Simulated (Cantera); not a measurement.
Abatement and gas-phase synthesis: CS2 + H2O

A closed system holds: 1 mol CS2, 1.7 mol H2O, at 2802 °C and 100 Torr.

Method: chemical equilibrium by Gibbs-energy minimisation in Cantera with the NASA 1993 tables (ideal gas, pure condensed phases). Candidate condensed phases: C, C6H6, C7H8, C8H18, H2O, H2SO4, S; 123 gas species. Equilibrium is a limit: real reactors are often held back by kinetics, nucleation or transport.

| Property | Result |
|---|---|
| x(H) | 0.229 |
| x(CO) | 0.196 |
| x(S) | 0.186 |
| x(H2) | 0.179 |
| x(SO) | 0.0797 |
| x(S2) | 0.0468 |
| x(SH) | 0.0305 |
| x(H2O) | 0.0230 |
| x(OH) | 0.0103 |
| gas amount | 5.025 mol |
| log10 activity of S(l) (absent) | -2.99 |
| log10 activity of C(graphite) (absent) | -5.80 |
